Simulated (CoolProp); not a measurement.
Methanol at 567.14 K and 0.416 MPa flows at 0.23 m/s in a round tube of 1 mm bore and 15 µm roughness, fully developed (64/Re and Nu = 3.66 if laminar; Colebrook and Gnielinski if turbulent). Each further row changes one setting.

Model: reference Helmholtz-energy equation of state, de Reuck 1993, in CoolProp.

| case | Reynolds number | Darcy friction factor | pressure drop (Pa/m) | heat-transfer coefficient (W/(m² K)) | mass flow (kg/h) |
|---|---|---|---|---|---|
| as stated | ? | 1.82 | ? | 177 | 0.00186 |
| velocity 0.46 m/s | 70.5 | 0.908 | 275 | 177 | 0.00372 |
| diameter 2 mm | 70.5 | 0.908 | 34.3 | ? | 0.00743 |

**Question.** What belongs in the gaps?

**Answer.** 
- as stated, Reynolds number: 35.2
- as stated, pressure drop (Pa/m): 137
- diameter 2 mm, heat-transfer coefficient (W/(m² K)): 88.5

Viscosity comes from a separate model (Xiang 2006). Thermal conductivity comes from a separate model (Sykioti 2013).
